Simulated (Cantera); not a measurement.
Cantera with NASA thermochemical tables; ideal gases at 1 bar, condensed phases pure. Values are per mole of reaction as written; species without (g) are pure solids or liquids, kept so even where they would boil at 1 bar. ZrN: taken at fixed stoichiometry.

Q: Between 900 and 2900 K, where is each reaction favourable under standard conditions?
- NO₂(g) + ZrN = N₂(g) + ZrO₂(g)

A: 
- NO₂(g) + ZrN = N₂(g) + ZrO₂(g): ΔG° is -120 kJ at 900 K and -443 kJ at 2900 K; it stays negative (K > 1). ΔH° is -10 kJ and ΔS° 149 J/K at 2900 K.
